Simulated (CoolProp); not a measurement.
Isobutene along the isobar 18.7 bar: density (kg/m³) from the reference equation and from simpler models built on Tc = 144.9 °C, pc = 40.16 bar, ω = 0.193; each cubic takes its own stable root.

Values from CoolProp's reference Helmholtz-energy equation of state, Lemmon 2005. It is a short technical equation, of lower accuracy than the large ones.

```tsv
T (°C)	phase	reference	van der Waals	Redlich-Kwong	Soave-Redlich-Kwong	Peng-Robinson
42.45	liquid	569.0	355.2	508.6	524.6	594.2
50.05	liquid	558.6	348.1	496.6	513.0	…
57.65	liquid	547.8	340.5	484.0	500.7	…
65.15	liquid	…	332.4	470.7	487.7	552.9
72.75	liquid	524.6	323.3	456.3	473.5	…
80.35	liquid	511.7	49.14	440.7	458.1	519.4
87.95	liquid	497.7	46.82	423.4	441.2	500.1
95.55	liquid	482.2	44.80	48.40	422.1	478.4
103.05	gas	48.14	…	45.86	46.71	47.95
110.65	gas	…	41.47	43.70	44.26	…
```

### Question
Fill in the missing entries.

### Answer

- 50.05, Peng-Robinson: 581.3
- 57.65, Peng-Robinson: 567.5
- 65.15, reference: 536.6
- 72.75, Peng-Robinson: 536.9
- 103.05, van der Waals: 43.05
- 110.65, reference: 45.21
- 110.65, Peng-Robinson: 45.38

At some of these states van der Waals, Redlich-Kwong gives the other phase, because its saturation line lies elsewhere.
